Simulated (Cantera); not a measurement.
An isothermal plug-flow reactor at 550 K and 2.57 atm (inlet), inlet velocity 0.68 m/s, active area per volume 110 1/m; feed H2 : O2 : N2 = 0.0023 : 0.034 : 0.79 (molar parts), equivalence ratio 0.034.

Detailed kinetics in Cantera: Deutschmann's 1995 Pt surface mechanism with GRI-Mech 3.0 gas chemistry. Catalytic surfaces can have several steady states; this one follows from the mechanism file's or the stated starting coverage. Mass transfer to the wall is taken as infinitely fast.

x: gas mole fraction; θ: surface coverage.

| z (m) | x H2 | x O2 | x H2O | θ free Pt | θ O* | θ OH* |
|---|---|---|---|---|---|---|
| 0.00014 | 0.00261 | 0.0411 | 0.000176 | 0.0988 | 0.890 | 0.0116 |
| 0.00024 | 0.00249 | 0.0410 | ___ | 0.0947 | 0.894 | 0.0117 |
| 0.00043 | 0.00231 | 0.0409 | 0.000479 | 0.0877 | 0.901 | 0.0118 |
| 0.00076 | 0.00204 | 0.0408 | 0.000749 | 0.0777 | 0.911 | 0.0118 |
| 0.0014 | 0.00166 | 0.0406 | 0.00113 | 0.0635 | 0.925 | 0.0116 |
| 0.0024 | 0.00128 | 0.0404 | 0.00150 | 0.0494 | 0.940 | 0.0109 |
| 0.0043 | ___ | 0.0402 | ___ | ___ | 0.956 | ___ |
| 0.0076 | 0.000588 | 0.0401 | 0.00220 | 0.0228 | 0.969 | 0.00834 |
| 0.014 | 0.000352 | 0.0400 | 0.00243 | 0.0137 | 0.980 | 0.00670 |

**Question.** Complete the blanks.

**Answer.** 
- 0.00024, x H2O: 0.000289
- 0.0043, x H2: 0.000897
- 0.0043, x H2O: 0.00189
- 0.0043, θ free Pt: 0.0347
- 0.0043, θ OH*: 0.00979
